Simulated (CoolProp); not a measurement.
Properties of octamethyltrisiloxane (MDM) along the isobar 1.01 bar.

Values from CoolProp's reference Helmholtz-energy equation of state, Thol 2017.

```csv
T (K),phase,density (kg/m³),Joule-Thomson coefficient (K/MPa),expansivity (1/kK)
479.7,gas,6.277,15.98,2.482
488.4,gas,6.144,14.95,2.409
497,gas,6.020,14.02,2.341
505.7,gas,5.900,13.17,2.278
514.3,gas,5.787,12.40,2.220
523,gas,5.678,11.69,2.165
531.7,gas,5.573,11.03,2.114
540.3,gas,5.474,10.44,2.066
549,gas,5.378,9.884,2.020
557.7,gas,5.285,9.373,1.977
566.3,gas,5.197,8.906,1.936
575,gas,5.111,8.468,1.897
```
